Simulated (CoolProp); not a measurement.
A single-stage vapour-compression cycle with R236FA: evaporating at 242.15 K (dew point), condensing at 300.15 K (bubble point), superheat 2 K, subcooling 2 K, compressor efficiency 0.9, no pressure losses. Each further row changes one setting.

Model: reference Helmholtz-energy equation of state, Pan 2012, in CoolProp.

```tsv
case	cooling COP	pressure ratio	discharge temperature (K)	refrigerating effect (kJ/kg)	volumetric capacity (kJ/m³)
as stated	2.82	11.8	300.1	108	203
evaporating temperature 247.15 K	3.25	9.01	300.1	112	270
condensing temperature 295.15 K	3.21	9.97	295.8	114	215
subcooling 7 K	2.98	11.8	300.1	114	215
superheat 12 K	2.88	11.8	310.4	116	208
compressor efficiency 0.8	2.51	11.8	305.5	108	203
```

The compression ends wet for: as stated; evaporating temperature 247.15 K; subcooling 7 K.
